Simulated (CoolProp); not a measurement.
A closed Brayton cycle with carbon dioxide: compressor inlet 330.15 K and 9.4 MPa, high pressure 31.3 MPa, turbine inlet 680 K, compressor efficiency 0.85, turbine efficiency 0.85, recuperator effectiveness 0.95 (on enthalpy, no pinch check). Each further row changes one setting.

Model: reference Helmholtz-energy equation of state, Span 1996, in CoolProp.

```tsv
case	thermal efficiency (%)	net work (kJ/kg)	compressor to turbine work	compressor exit (K)	turbine exit (K)
as stated	24.3	51.4	0.56	427.2	556.8
turbine inlet 630 K	20.3	39.9	0.62	427.2	511.0
compressor inlet 340.15 K	21.5	43.0	0.63	446.7	556.8
high pressure 26.6 MPa	25.1	48.6	0.52	413.7	573.1
recuperator effectiveness 0.5	18.4	51.4	0.56	427.2	556.8
```
